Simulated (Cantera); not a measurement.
Feed: 1 mol Si(CH₃)₄, 1.3 mol HCl, 350 mol H₂, held at 25.0 mbar.

Method: chemical equilibrium by Gibbs-energy minimisation in Cantera with the NASA 1993 tables (ideal gas, pure condensed phases). Candidate condensed phases: C, C₆H₆, C₇H₈, C₈H₁₈, Si, SiC; 109 gas species. The tables' values for SiCl are old estimates; treat these amounts as uncertain. Gases not in the tables: Si₂H₆ and higher silanes. Rates play no part. All values below are at 2198 K.

Base state: H₂ 0.958, H 0.0345, HCl 0.00346, C₂H₂ (acetylene) 0.00243, Si 0.00154, SiC₂ 0.000147, SiH 0.000106, Cl 9.07e-5 (mole fractions); condensed: C(graphite) + SiC(s).

Task: What changes in the equilibrium state with this change: pressure from 25.0 mbar to 1.10 mbar?

Result: 
| species | before | after |
|---|---|---|
| H₂ | 0.958 | 0.838 |
| H | 0.0345 | 0.154 |
| HCl | 0.00346 | 0.00295 |
| Si | 0.00154 | 0.00230 |
| SiH₂ | 3.02e-5 | 1.73e-6 |
| Si₂C | 8.99e-5 | 8.81e-6 |
| C₂H | 3.01e-6 | 1.34e-5 |
| C(graphite), mol | 1.82 | 2.16 |
| SiC(s), mol | 0.262 | 0 |

Task: What changes in the equilibrium state with this change: H₂ from 350 to 4.9 mol?

Result: 
| species | before | after |
|---|---|---|
| H₂ | 0.958 | 0.861 |
| HCl | 0.00346 | 0.0969 |
| H | 0.0345 | 0.0327 |
| Cl | 9.07e-5 | 0.00268 |
| SiCl₂ | 2.58e-6 | 0.00225 |
| SiCl | 1.08e-5 | 0.000318 |
| C₂H₂ (acetylene) | 0.00243 | 0.00218 |
| SiH₂ | 3.02e-5 | 2.71e-5 |
| SiH | 0.000106 | 0.000101 |
| C(graphite), mol | 1.82 | 3.00 |
| SiC(s), mol | 0.262 | 0.943 |
